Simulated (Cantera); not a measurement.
Feed: 1 mol CH3SiCl3, 0.033 mol C2H4, 1.3 mol H2, equilibrated at 2275 K and 0.00133 bar.

Cantera equilibrium calculation (NASA polynomials, part measured and part estimated; ideal gas, pure solids and liquids). Candidate condensed phases: C, C6H6, C7H8, C8H18, Si, SiC; 109 gas species. The feed counts by its element totals alone. The tables' values for SiCl, SiCl3 are old estimates; treat these amounts as uncertain. Gases not in the tables: Si2H6 and higher silanes. Rates play no part.

Base state: H2 0.305, HCl 0.299, H 0.128, Cl 0.0909, Si 0.0748, SiCl2 0.0704, SiCl 0.0137, SiC2 0.00946 (mole fractions); condensed: C(graphite) + SiC(s).

Problem. What changes in the equilibrium state with this change: pressure from 0.00133 bar to 0.730 bar?

Solution. 
| species | before | after |
|---|---|---|
| HCl | 0.299 | 0.441 |
| H2 | 0.305 | 0.429 |
| SiCl2 | 0.0704 | 0.109 |
| H | 0.128 | 0.00651 |
| Si | 0.0748 | 0.000137 |
| SiCl | 0.0137 | 0.000728 |
| Cl | 0.0909 | 0.00483 |
| SiCl4 | 2.13e-7 | 0.000280 |
| SiHCl3 | 1.37e-7 | 0.000171 |
| C(graphite), mol | 0.912 | 0.562 |
| SiC(s), mol | 0.00551 | 0.489 |
The tables' values for SiCl3, SiCl are old estimates; treat these amounts as uncertain.

Problem. What changes in the equilibrium state with this change: CH3SiCl3 replaced by SiCl4?

Solution. 
```csv
species,before,after
HCl,0.299,0.383
Cl,0.0909,0.204
SiCl2,0.0704,0.179
H2,0.305,0.0998
Si,0.0748,0.0378
H,0.128,0.0734
SiCl,0.0137,0.0155
SiH2,1.71e-5,2.82e-6
SiCl3,0.000137,0.000781
Cl2,3.17e-6,1.60e-5
Si2,0.000185,4.71e-5
"C(graphite), mol",0.912,0.0168
"SiC(s), mol",0.00551,0
```
